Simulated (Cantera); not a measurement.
## Equilibrium for silicon etching in halogen gases: Si + F2 + N2 + Cl2

Charge: 1 mol Si, 3.2 mol F2, 2.8 mol N2, 3 mol Cl2, held at 1.33 mbar.

These are equilibrium values from Cantera (NASA tables, ideal gas, pure condensed phases), not measurements of a reactor. Candidate condensed phases: Si, Si3N4; 24 gas species. The numbers say what is thermodynamically allowed, not how fast it happens.

| T (K) | log p Cl | log p N2 | log p ClF | log p Cl2 | log p F | log p SiF4 |
|---|---|---|---|---|---|---|
| 573 | -9.97 | -3.33 | -3.40 | -3.52 | -10.66 | -3.78 |
| 673 | -8.31 | -3.33 | -3.40 | -3.52 | -8.88 | -3.78 |
| 773 | -7.07 | -3.33 | -3.40 | -3.52 | -7.56 | -3.78 |
| 873 | -6.12 | -3.33 | -3.40 | -3.52 | -6.53 | -3.78 |
| 973 | -5.35 | -3.33 | -3.40 | -3.53 | -5.72 | -3.78 |
| 1073 | -4.74 | -3.34 | -3.41 | -3.53 | -5.06 | -3.78 |
| 1173 | -4.23 | -3.35 | -3.45 | -3.56 | -4.53 | -3.79 |
| 1273 | -3.83 | -3.37 | -3.54 | -3.62 | -4.12 | -3.82 |
| 1373 | -3.52 | -3.41 | -3.73 | -3.77 | -3.84 | -3.86 |
| 1473 | -3.33 | -3.46 | -4.05 | -4.03 | -3.68 | -3.91 |
| 1573 | -3.24 | -3.49 | -4.47 | -4.41 | -3.61 | -3.94 |
| 1673 | -3.20 | -3.51 | -4.93 | -4.85 | -3.59 | -3.95 |
log p: log10 of the partial pressure in bar; nothing condenses.

From 573 K to 1673 K nothing is condensed. The main Si-bearing gas is SiF4 throughout.
